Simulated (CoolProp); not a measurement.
A single-stage vapour-compression cycle with R21: evaporating at 298.15 K (dew point), condensing at 336.15 K (bubble point), superheat 2 K, subcooling 8 K, compressor efficiency 0.8, no pressure losses. Each further row changes one setting.

Computed with CoolProp (reference Helmholtz-energy equation of state, Platzer 1990). This equation is an older, rougher fit; its heat capacities, sound speeds and derivatives of the liquid may be far off and weren't checked against measurements.

| case | cooling COP | pressure ratio | discharge temperature (K) | refrigerating effect (kJ/kg) | volumetric capacity (kJ/m³) |
|---|---|---|---|---|---|
| as stated | ? | 3.10 | 362.2 | 199 | 1580 |
| evaporating temperature 303.15 K | 6.86 | 2.62 | ? | 202 | 1870 |
| condensing temperature 331.15 K | 6.76 | 2.71 | 354.6 | 205 | 1620 |
| subcooling 13 K | ? | 3.10 | 362.2 | 205 | 1620 |
| superheat 12 K | ? | 3.10 | ? | 206 | ? |
| compressor efficiency 0.7 | ? | 3.10 | 369.0 | 199 | 1580 |

What belongs in the gaps?


- as stated, cooling COP: 5.77
- evaporating temperature 303.15 K, discharge temperature (K): 358.3
- subcooling 13 K, cooling COP: 5.93
- superheat 12 K, cooling COP: 5.73
- superheat 12 K, discharge temperature (K): 373.0
- superheat 12 K, volumetric capacity (kJ/m³): 1570
- compressor efficiency 0.7, cooling COP: 5.05
